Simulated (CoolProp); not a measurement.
A Linde-Hampson liquefier for dry air: isothermal reversible compression at 250 K from 1 atm to 20 MPa, throttling to 1 atm, return gas leaving the recuperator 0 K below the feed. Each further row changes one setting.

Computed with CoolProp (reference Helmholtz-energy equation of state, Lemmon 2000). It is a pseudo-pure fit of the blend.

| case | liquid yield per pass | compression work (kJ/kg of gas) |
|---|---|---|
| as stated | … | 371 |
| high pressure 40 MPa | 0.173 | 424 |
| warm-end temperature 280 K | … | … |
| warm-end gap 5 K | … | 371 |

Q: Fill in the missing entries.

A: 
- as stated, liquid yield per pass: 0.138
- warm-end temperature 280 K, liquid yield per pass: 0.099
- warm-end temperature 280 K, compression work (kJ/kg of gas): 421
- warm-end gap 5 K, liquid yield per pass: 0.126
